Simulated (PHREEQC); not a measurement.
Make-up at 25 °C: 0.0067 mol/kgw CuCl2, 0.17 mol/kgw HCl and 0.0012 mol/kgw FeCl3. It is in equilibrium with CO2 at log p = -3.4 (atm). Otherwise closed; pH follows from the charge balance.

Equilibrium calculation in PHREEQC: ion-association model, wateq4f.dat.

```
quantity                   before     after
-----------------------  --------  --------
pH                           0.87      0.86
CuCl2 (mol/kgw)           4.58e-5   8.61e-6
HCO3- (mol/kgw)          5.89e-11  5.83e-11
SI of Tenorite (CuO)        -8.61     -9.30
SI of Cu(OH)2 (Cu(OH)2)     -9.63    -10.32
```

Name the change that produced these shifts.
A) CuCl2 from 0.0067 to 0.00134 mol/kgw
B) CuCl2 from 0.0067 to 0.00603 mol/kgw
C) FeCl3 left out
D) HCl replaced by (CH3)4NCl at the same molality
E) diluted 100-fold with water

A, CuCl2 from 0.0067 to 0.00134 mol/kgw

Precipitation was switched off in this run. Some of these states are supersaturated (in Hematite (slow to form), for instance).
